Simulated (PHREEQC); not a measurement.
# City or well water (model solution)

A made-up water analysis in mg/L, 40 °C, pH 7, pe 8.5:

```json
[
 {"constituent": "Na", "mg/L": "30"},
 {"constituent": "K", "mg/L": "3.16"},
 {"constituent": "Ca", "mg/L": "4.79"},
 {"constituent": "Mg", "mg/L": "7.21"},
 {"constituent": "Cl", "mg/L": "11.9"},
 {"constituent": "S(6) as SO4", "mg/L": "17.2"},
 {"constituent": "Alkalinity as HCO3", "mg/L": "94.2"},
 {"constituent": "Si as SiO2", "mg/L": "1.33"},
 {"constituent": "O(0) (dissolved oxygen)", "mg/L": "0.0479"},
 {"constituent": "Cu(2)", "mg/L": "0.86"}
]
```

Valence states are taken as typed.

The numbers come from PHREEQC with the ion-association model, wateq4f.dat.

* **ionic strength**: 0.00275 mol/kgw
* **charge-balance error**: 0.2 %

```
species  molality  activity   log γ
-------  --------  --------  ------
HCO3-     0.00151   0.00143  -0.025
Na+       0.00130   0.00123  -0.025
Cl-      0.000336  0.000316  -0.026
CO2      0.000283  0.000283   0.000
Mg+2     0.000282  0.000224  -0.100
SO4-2    0.000165  0.000131  -0.101
Ca+2     0.000115   9.08e-5  -0.101
K+        8.07e-5   7.61e-5  -0.026
```

Precipitation was switched off in this run. The solution is supersaturated, for example in Malachite, Cu(OH)2, so a real one may precipitate; this is no full list. Constants without temperature data keep their 25 °C values here. The database's constant for dissolved Cu(OH)2 is higher than later reviews accept.
